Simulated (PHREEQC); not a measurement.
A solution holds 0.13 mol/kgw ZnBr2 and 0.023 mol/kgw Na2SO4, at 58 °C. Closed to the air; pH follows from the charge balance.

All values are PHREEQC results (ion-association model, phreeqc.dat), not measurements.

```yaml
pH: 4.86
ionic_strength: 0.403 mol/kgw
activity_of_water: 0.992
specific_conductance: 42200 µS/cm
density: 1.012 g/cm³
```

```json
[
 {"species": "Br-", "molality": "0.258", "activity": "0.159", "log γ": "-0.211"},
 {"species": "Zn+2", "molality": "0.116", "activity": "0.0247", "log γ": "-0.670"},
 {"species": "Na+", "molality": "0.0455", "activity": "0.0321", "log γ": "-0.152"},
 {"species": "ZnSO4", "molality": "0.0123", "activity": "0.0135", "log γ": "0.040"},
 {"species": "SO4-2", "molality": "0.00898", "activity": "0.00185", "log γ": "-0.686"},
 {"species": "ZnBr+", "molality": "0.00144", "activity": "0.00103", "log γ": "-0.145"}
]
```

No solid was allowed to form. Species that the database lacks are ignored. Constants without temperature data keep their 25 °C values here.
